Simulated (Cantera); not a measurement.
Charge: 1 mol V₂O₅, 1800 mol H₂, 0.34 mol N₂, at 0.140 bar.

Cantera equilibrium calculation (NASA polynomials, part measured and part estimated; ideal gas, pure solids and liquids). Candidate condensed phases: H₂O, V, VN, VO, V₂O₃, V₂O₄, V₂O₅; 28 gas species. Mutual solubility and eutectic melting of coexisting phases are not modelled. VO: taken at fixed stoichiometry. Condensed phases not in the tables: the oxides between V₂O₃ and V₂O₅ other than VO₂. Kinetics and transport are ignored.

x: gas mole fraction; n: condensed amount in mol.

| T (K) | x H₂ | x H₂O | x N₂ | x H | x NH₃ | n V₂O₃(s) | n VO(s) |
|---|---|---|---|---|---|---|---|
| 1048 | 0.999 | 0.00111 | 0.000188 | ___ | 8.24e-7 | 1.00 | 0 |
| 1098 | 0.999 | 0.00111 | 0.000189 | ___ | 6.16e-7 | 1.00 | 0 |
| 1148 | 0.999 | 0.00111 | 0.000189 | ___ | 4.73e-7 | 1.00 | 0 |
| 1198 | 0.999 | 0.00111 | 0.000189 | ___ | 3.70e-7 | 1.00 | 0 |
| 1248 | 0.999 | 0.00111 | 0.000189 | ___ | 2.96e-7 | 1.00 | 0 |
| 1298 | 0.999 | 0.00111 | 0.000189 | ___ | 2.40e-7 | 1.00 | 0 |
| 1348 | 0.998 | 0.00142 | 0.000189 | ___ | 1.98e-7 | 0.441 | 1.12 |
| 1398 | 0.998 | 0.00167 | 0.000189 | ___ | 1.65e-7 | 0 | 2.00 |

Problem. What belongs in the gaps?

Solution. 
- 1048, x H: 2.06e-8
- 1098, x H: 6.61e-8
- 1148, x H: 1.91e-7
- 1198, x H: 5.08e-7
- 1248, x H: 1.25e-6
- 1298, x H: 2.86e-6
- 1348, x H: 6.18e-6
- 1398, x H: 1.26e-5
